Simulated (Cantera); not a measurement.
Mixture: 17.3 % CO, 1.52 % H2, 17.1 % O2, 64.2 % N2, equivalence ratio 0.55, at 500000 Pa, adiabatic and at constant volume. Ignition delay is the time to a rise of 400 K.

Computed with Cantera and GRI-Mech 3.0 (53 species, 325 reactions). The hydrogen kinetics of GRI-Mech 3.0 are dated; newer H2 mechanisms differ, most at raised pressure. Where the delays flatten at high temperature, the 400 K rule measures the pace of heat release, not the induction time.

### Question
Predict: delay at 1275 K; delay at 1375 K; delay at 1475 K; delay at 1575 K; delay at 1675 K; delay at 1775 K; delay at 1875 K.

### Answer
```
Quantity          Result
---------------  -------
delay at 1275 K  29.4 µs
delay at 1375 K  18.6 µs
delay at 1475 K  14.1 µs
delay at 1575 K  11.8 µs
delay at 1675 K  10.5 µs
delay at 1775 K  9.86 µs
delay at 1875 K  9.59 µs
```
